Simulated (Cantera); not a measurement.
A perfectly stirred reactor is fed with CO : O2 : H2O : N2 = 0.0021 : 0.021 : 0.0014 : 1 (molar parts), at 100000 Pa; it is held at 1450 K, and followed from long to short residence time.

Computed with Cantera and GRI-Mech 3.0 (53 species, 325 reactions).

Predict: x(CO) at τ = 0.960 s; x(O2) at τ = 0.960 s; x(H2O) at τ = 0.960 s; x(H2O2) at τ = 0.960 s; x(HO2) at τ = 0.960 s; x(CO) at τ = 49.0 ms; x(O2) at τ = 49.0 ms; x(H2O) at τ = 49.0 ms; x(H2O2) at τ = 49.0 ms; x(HO2) at τ = 49.0 ms.


| Item | Result |
|---|---|
| x(CO) at τ = 0.960 s | 3.55e-5 |
| x(O2) at τ = 0.960 s | 0.0195 |
| x(H2O) at τ = 0.960 s | 0.00136 |
| x(H2O2) at τ = 0.960 s | 1.14e-9 |
| x(HO2) at τ = 0.960 s | 1.36e-7 |
| x(CO) at τ = 49.0 ms | 0.000258 |
| x(O2) at τ = 49.0 ms | 0.0196 |
| x(H2O) at τ = 49.0 ms | 0.00134 |
| x(H2O2) at τ = 49.0 ms | 5.54e-9 |
| x(HO2) at τ = 49.0 ms | 5.84e-7 |
